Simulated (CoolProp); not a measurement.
Saturation properties of vinyl chloride (Tc = 151.9 °C, pc = 5.600 MPa, ω = 0.160).

Values from CoolProp's reference Helmholtz-energy equation of state, Thol 2022.

```csv
T (°C),p (MPa),liquid density (kg/m³),vapour density (kg/m³)
14.25,0.2827,919.4,7.869
22.55,0.3669,903.9,10.05
30.75,0.4673,888.3,12.64
39.05,0.5885,872.1,15.75
47.25,0.7298,855.7,19.39
55.55,0.8969,838.6,23.71
63.75,1.088,821.1,28.72
72.05,1.311,802.5,34.66
80.25,1.561,783.3,41.54
88.45,1.846,762.9,49.62
96.75,2.171,740.7,59.31
104.95,2.533,716.9,70.76
```

It boils at -13.9 °C under 1 atm.
